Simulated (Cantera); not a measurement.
A perfectly stirred reactor is fed with CO : H2 : CH4 : O2 : N2 = 1 : 1.5 : 0.098 : 1.93 : 16.4 (molar parts), at 10.0 bar; it is adiabatic with a 350 K inlet, and is followed from long to short residence time, starting on the burning branch (τ in s: 0.058, 0.026, 0.011, 0.0051, 0.0023, 0.001, 0.00045, 0.0002, 9e-05, 4e-05, 1.8e-05, 8e-06, 3.6e-06).

Detailed kinetics in Cantera: GRI-Mech 3.0 (53 species, 325 reactions).

Predict: blow-out, bracketed by the residence times tried; x(CO) at τ = 58.0 ms; x(H2) at τ = 58.0 ms; x(CH4) at τ = 58.0 ms; x(CH2) at τ = 58.0 ms; x(CO) at τ = 0.450 ms; x(H2) at τ = 0.450 ms; x(CH4) at τ = 0.450 ms.


- blow-out, bracketed by the residence times tried = burning at 5.10 ms, out at 2.30 ms
- x(CO) at τ = 58.0 ms = 0.000645
- x(H2) at τ = 58.0 ms = 0.000117
- x(CH4) at τ = 58.0 ms = 5.77e-6
- x(CH2) at τ = 58.0 ms = 1.63e-9
- x(CO) at τ = 0.450 ms = 0.0478
- x(H2) at τ = 0.450 ms = 0.0717
- x(CH4) at τ = 0.450 ms = 0.00468
